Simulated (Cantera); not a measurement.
An isothermal, constant-pressure homogeneous reactor starts with CH₄ : H₂ : CO₂ = 0.011 : 1 : 0.01 (molar parts), at 2600 K and 0.0513 atm.

Cantera simulation using GRI-Mech 3.0 (53 species, 325 reactions); the numbers are that mechanism's predictions, not measurements.

x: mole fraction; the columns are a selection and need not sum to one.

| t (s) | x CH₄ | x H₂ | x CO₂ | x C₂H₂ | x CO |
|---|---|---|---|---|---|
| 4.00e-5 | 0.0101 | 0.976 | ___ | 6.40e-7 | 0.000159 |
| 0.000120 | 0.00903 | 0.969 | ___ | 2.87e-5 | 0.00135 |
| 0.000362 | 0.00622 | 0.950 | ___ | 0.000705 | 0.00688 |
| 0.00109 | 0.00167 | 0.934 | ___ | 0.00343 | 0.00999 |
| 0.00328 | 0.000316 | 0.923 | ___ | 0.00391 | 0.0112 |
| 0.00988 | 0.000122 | 0.905 | ___ | 0.00247 | 0.0142 |
| 0.0297 | 2.35e-5 | 0.875 | ___ | 0.000901 | 0.0172 |
| 0.0894 | 2.58e-6 | 0.838 | ___ | 0.000448 | 0.0178 |
| 0.269 | 8.10e-7 | 0.828 | 2.70e-10 | 0.000432 | 0.0177 |
| 0.810 | 8.09e-7 | 0.828 | 2.63e-10 | 0.000432 | 0.0177 |
| 2.44 | 8.09e-7 | 0.828 | 2.63e-10 | 0.000432 | 0.0177 |
| 7.34 | 8.09e-7 | 0.828 | 2.63e-10 | 0.000432 | 0.0177 |
| 22.1 | 8.09e-7 | 0.828 | 2.63e-10 | 0.000432 | 0.0177 |
| 66.5 | 8.09e-7 | 0.828 | 2.63e-10 | 0.000432 | 0.0177 |
| 200 | 8.09e-7 | 0.828 | 2.63e-10 | 0.000432 | 0.0177 |

Task: Complete the blanks.

Result: 
- 4.00e-5, x CO₂: 0.00962
- 0.000120, x CO₂: 0.00840
- 0.000362, x CO₂: 0.00283
- 0.00109, x CO₂: 1.87e-5
- 0.00328, x CO₂: 1.41e-5
- 0.00988, x CO₂: 1.04e-5
- 0.0297, x CO₂: 2.97e-6
- 0.0894, x CO₂: 1.15e-7
